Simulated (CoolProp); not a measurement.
Model: reference Helmholtz-energy equation of state, Platzer 1990, in CoolProp. This equation is an older, rougher fit; its heat capacities, sound speeds and derivatives of the liquid may be far off and weren't checked against measurements.

**Question.** For CF4 (R14), give the phase and the Z, fugacity coefficient at 190.4 K and 4.02 MPa; 226.7 K and 4.02 MPa.

**Answer.** 
- 190.4 K and 4.02 MPa: liquid; Z 0.165, fugacity coefficient 0.254
- 226.7 K and 4.02 MPa: liquid; Z 0.206, fugacity coefficient 0.623
